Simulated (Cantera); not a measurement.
**MgO + C + H2 (sublimation and decomposition of ceramics)**

Feed: 1 mol MgO, 0.0051 mol C, 0.35 mol H2, equilibrated at 1.90 Pa.

Cantera equilibrium calculation (NASA polynomials, part measured and part estimated; ideal gas, pure solids and liquids). Candidate condensed phases: C, C6H6, C7H8, C8H18, H2O, Mg, MgCO3, MgO, Mg(OH)2; 116 gas species. The tables' values for MgH are old estimates; treat these amounts as uncertain. Equilibrium is a limit: real reactors are often held back by kinetics, nucleation or transport.

From 1848 K to 2048 K the condensed part is MgO(s). From 2148 K to 2748 K nothing is condensed. The main Mg-bearing gas is Mg throughout.

```
T (K)      x H2   x Mg       x O     x H2O     x H     x O2      x OH  n MgO(s)
-----  --------  -----  --------  --------  ------  -------  --------  --------
1848      0.507  0.203  0.000309     0.189  0.0866  5.06e-5   0.00237     0.904
1948      0.241  0.318   0.00529     0.283   0.127  0.00269    0.0135     0.812
2048     0.0470  0.469    0.0691     0.156   0.111   0.0987    0.0404     0.408
2148     0.0252  0.469     0.151    0.0459   0.152    0.117    0.0356         0
2248     0.0161  0.422     0.230    0.0126   0.214   0.0759    0.0251         0
2348    0.00739  0.394     0.297   0.00235   0.243   0.0394    0.0133         0
2448    0.00308  0.380     0.337  0.000384   0.253   0.0173   0.00617         0
2548    0.00131  0.374     0.355   6.47e-5   0.257  0.00718   0.00278         0
2648   0.000585  0.372     0.363   1.19e-5   0.258  0.00300   0.00128         0
2748   0.000276  0.371     0.366   2.45e-6   0.259  0.00131  0.000616         0
```
x: gas mole fraction; n: condensed amount in mol.
